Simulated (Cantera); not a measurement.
## Thermodynamics of metals in furnace atmospheres, feed Fe + O2 + N2 + H2S

Feed: 1 mol Fe, 1.1 mol O2, 3.5 mol N2, 0.1 mol H2S, equilibrated at 87000 Pa.

Equilibrium computed with Cantera from the NASA thermochemical tables; the gas is ideal and each condensed phase is pure. Candidate condensed phases: Fe, FeO, Fe(OH)2, Fe(OH)3, FeS, FeSO4, FeS2, Fe2O3, Fe2(SO4)3, Fe3O4, H2O, H2SO4, S; 38 gas species. Kinetics and transport are ignored.

From 750 °C to 1300 °C the condensed part is Fe2O3(s). At 1350 °C the condensed part is Fe3O4(s).

```csv
T (°C),x N2,x O2,x H2O,x SO2,x SO3,x NO,x OH,n Fe2O3(s),n Fe3O4(s)
750,0.900,0.0486,0.0257,0.0200,0.00571,2.06e-5,6.50e-8,0.500,0
800,0.899,0.0495,0.0257,0.0220,0.00371,3.43e-5,1.59e-7,0.500,0
850,0.898,0.0501,0.0257,0.0232,0.00243,5.44e-5,3.59e-7,0.500,0
900,0.898,0.0505,0.0257,0.0240,0.00162,8.29e-5,7.55e-7,0.500,0
950,0.898,0.0507,0.0257,0.0246,0.00110,0.000122,1.50e-6,0.500,0
1000,0.898,0.0508,0.0256,0.0249,0.000772,0.000174,2.81e-6,0.500,0
1050,0.898,0.0509,0.0256,0.0251,0.000552,0.000241,5.02e-6,0.500,0
1100,0.897,0.0509,0.0256,0.0252,0.000404,0.000326,8.60e-6,0.500,0
1150,0.897,0.0509,0.0256,0.0253,0.000302,0.000432,1.42e-5,0.500,0
1200,0.897,0.0509,0.0256,0.0254,0.000230,0.000562,2.26e-5,0.500,0
1250,0.897,0.0508,0.0256,0.0255,0.000178,0.000718,3.50e-5,0.500,0
1300,0.897,0.0507,0.0256,0.0255,0.000140,0.000902,5.27e-5,0.500,0
1350,0.878,0.0704,0.0251,0.0250,0.000129,0.00130,8.30e-5,0,0.333
```
x: gas mole fraction; n: condensed amount in mol.
